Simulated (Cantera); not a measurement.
An adiabatic, constant-volume homogeneous reactor starts with CH₄ : C₂H₆ : O₂ : N₂ = 1 : 0.053 : 1.56 : 5.87 (molar parts), equivalence ratio 1.4, at 1000 K and 1.50 bar.

Computed with Cantera and GRI-Mech 3.0 (53 species, 325 reactions).

Problem. Predict: time of steepest temperature rise; temperature at 4.00 s; equilibrium temperature; x(O₂) at 4.00 s; x(HO₂) at 4.00 s; x(OH) at 4.00 s; x(NO₂) at 4.00 s.

Solution. 
```
Item                                                                   Value
---------------------------------  -----------------------------------------
time of steepest temperature rise                                    0.129 s
temperature at 4.00 s                                                 2777 K
equilibrium temperature                                               2777 K
x(O₂) at 4.00 s                    0.000821 (gas-phase equilibrium 0.000821)
x(HO₂) at 4.00 s                     8.14e-7 (gas-phase equilibrium 8.14e-7)
x(OH) at 4.00 s                      0.00706 (gas-phase equilibrium 0.00706)
x(NO₂) at 4.00 s                     1.83e-7 (gas-phase equilibrium 1.83e-7)
```
